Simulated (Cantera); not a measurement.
# Si + HBr + N₂ (silicon etching in halogen gases)

Feed: 1 mol Si, 2.4 mol HBr, 2.2 mol N₂.

Method: chemical equilibrium by Gibbs-energy minimisation in Cantera with the NASA 1993 tables (ideal gas, pure condensed phases). Candidate condensed phases: Br₂, Si, Si₃N₄; 28 gas species. N₂ is the only nitrogen source here; it is nearly inert below about 1500 K, so the nitride shown seldom forms there in practice. The tables' values for SiBr₃ are old estimates. Rates play no part.

Stable condensed phases:

```
T in °C \ P in Pa
              1    4.2     18     75    320   1300   5600  24000 100000
   1352       A      A      A      A      B      B      B      B      B
   1302       A      A      A      B      B      B      B      B      B
   1252       A      A      B      B      B      B      B      B      B
   1202       A      A      B      B      B      B      B      B      B
   1152       A      B      B      B      B      B      B      B      B
   1102       B      B      B      B      B      B      B      B      B
   1052       B      B      B      B      B      B      B      B      B
   1002       B      B      B      B      B      B      B      B      B
    952       B      B      B      B      B      B      B      B      B
```

A: Si; B: Si₃N₄.
